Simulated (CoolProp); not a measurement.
Vapour-liquid equilibrium of R143a (1) + isobutane (2) at -53.55 °C; x and y are mole fractions of (1).

The numbers come from the multi-fluid Helmholtz-energy mixture model, Lemmon and Jacobsen 2000 and Bücker 2006; pair parameters Bell 2016 in CoolProp.

```csv
x,bubble pressure (bar),y at the bubble point,dew pressure at overall composition x (bar),liquid density (mol/L)
0.05,0.3081,0.570,0.1440,11.08
0.15,0.5091,0.756,0.1605,11.29
0.25,0.6032,0.804,0.1813,11.51
0.35,0.6466,0.823,0.2081,11.75
0.45,0.6682,0.834,0.2442,12.01
0.55,0.6824,0.842,0.2950,12.31
0.65,0.6963,0.852,0.3719,12.63
0.75,0.7125,0.869,0.4992,12.99
0.85,0.7299,0.899,0.6937,13.39
0.95,0.7430,0.955,0.7425,13.84
```

No azeotrope shows between x = 0.05 and 0.95.

Pair parameters are fitted to limited data, so mixtures are less certain than the pure fluids. With so large a gap from Raoult's law the liquid may split in two, which this calculation doesn't test in full.
